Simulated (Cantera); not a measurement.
An adiabatic, constant-volume homogeneous reactor starts with 6.19 % CH4, 0.396 % C2H6, 1.86 % C3H8, 19.2 % O2, 72.4 % N2, equivalence ratio 1.2, at 1800 K and 0.330 bar.

Detailed kinetics in Cantera: GRI-Mech 3.0 (53 species, 325 reactions). GRI-Mech 3.0 was tuned for natural gas; its chemistry of propane as a main component is partial and can be far from experiment.

Task: Predict: time of steepest temperature rise; temperature at 0.900 s; equilibrium temperature; x(NO2) at 0.900 s.

Result: 
| Quantity | Result |
|---|---|
| time of steepest temperature rise | 45.5 µs |
| temperature at 0.900 s | 2906 K |
| equilibrium temperature | 2906 K |
| x(NO2) at 0.900 s | 1.30e-6 (gas-phase equilibrium 1.30e-6) |
